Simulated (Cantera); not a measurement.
A Cantera script and what it prints.

```python
import numpy as np
import cantera as ct

gas_names = """
    CL CL2 H HCL H2 Si SiCL SiCL2 SiCL3 SiCL4 SiH SiHCL3 SiH2 SiH2CL2 SiH3 SiH3CL SiH4 Si2 Si3
""".split()
cond_names = """
    Si(cr) Si(L)
""".split()


# ... load() reads the species with a 1 bar reference pressure and builds the phases ...
atoms = {
    'SiHCl3': {'Si': 1, 'H': 1, 'CL': 3},
    'HCl': {'H': 1, 'CL': 1},
    'H2': {'H': 2},
}
top_T = {}  # K; cautious upper limits of use, not melting points


# ... equilibrate(T, P, feed) seeds the gas with the atoms and calls Mixture.equilibrate('TP', solver="vcs", rtol=1e-11, max_steps=5000) ...
results = []
feed = {'SiHCl3': 1, 'HCl': 0.031, 'H2': 89}  # mol
T = 1223  # K
for P in [100, 400, 1600, 6300, 25000, 100000]:
    mix = equilibrate(T, P, feed)
    results.append((T, P, feed, dict(zip(mix.species_names, mix.species_moles))))
    x = sorted(zip(gas.X, gas.species_names), reverse=True)
    print(f"T = {T:g} K  P = {P:g} Pa  gas = {mix.phase_moles(0):.4g} mol")
    print("   x: " + "  ".join(f"{s} {v:.3e}" for v, s in x if v > 0.001))
    print("   condensed (mol): " + ("  ".join(f"{mix.phase(i).name} {mix.phase_moles(i):.4g}"
          for i in range(1, mix.n_phases) if mix.phase_moles(i) > 1e-12) or "none"))
```

Result:

```
T = 1223 K  P = 100 Pa  gas = 91.03 mol
   x: H2 9.689e-01  HCL 2.891e-02  SiCL2 2.099e-03
   condensed (mol): Si(cr) 0.8035
T = 1223 K  P = 400 Pa  gas = 91.02 mol
   x: H2 9.691e-01  HCL 2.870e-02  SiCL2 2.067e-03
   condensed (mol): Si(cr) 0.7983
T = 1223 K  P = 1600 Pa  gas = 91 mol
   x: H2 9.695e-01  HCL 2.808e-02  SiCL2 1.978e-03
   condensed (mol): Si(cr) 0.7841
T = 1223 K  P = 6300 Pa  gas = 90.95 mol
   x: H2 9.707e-01  HCL 2.649e-02  SiCL2 1.758e-03
   condensed (mol): Si(cr) 0.7474
T = 1223 K  P = 25000 Pa  gas = 90.84 mol
   x: H2 9.731e-01  HCL 2.324e-02  SiCL2 1.350e-03
   condensed (mol): Si(cr) 0.6699
T = 1223 K  P = 100000 Pa  gas = 90.68 mol
   x: H2 9.764e-01  HCL 1.863e-02  SiHCL3 2.022e-03  SiCL4 1.250e-03
   condensed (mol): Si(cr) 0.5495
```

Method: chemical equilibrium by Gibbs-energy minimisation in Cantera with the NASA 1993 tables (ideal gas, pure condensed phases). The tables' values for SiCl3 are old estimates; treat these amounts as uncertain.
